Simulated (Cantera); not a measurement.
Input: 1 mol SiH4, 1.6 mol O3, 25 mol H2, 3.6 mol H2O, equilibrated at 2.60 mbar.

These are equilibrium values from Cantera (NASA tables, ideal gas, pure condensed phases), not measurements of a reactor. Candidate condensed phases: H2O, Si, SiO2; 18 gas species. The tables hold silica as quartz up to 1696 K and as liquid above; real silica turns to tridymite and cristobalite and melts near 1996 K. Kinetics and transport are ignored. All values below are at 1575 K.

Base state: H2 0.790, H2O 0.209, H 0.000724, SiO 1.96e-5 (mole fractions); condensed: SiO2(β-quartz).

**Question.** What changes in the equilibrium state with this change: pressure from 2.60 mbar to 1.33 mbar?

**Answer.** 
```
species                before    after
-------------------  --------  -------
H2                      0.790    0.790
H2O                     0.209    0.209
H                    0.000724  0.00101
SiO                   1.96e-5  3.82e-5
SiO2(β-quartz), mol     0.999    0.999
```
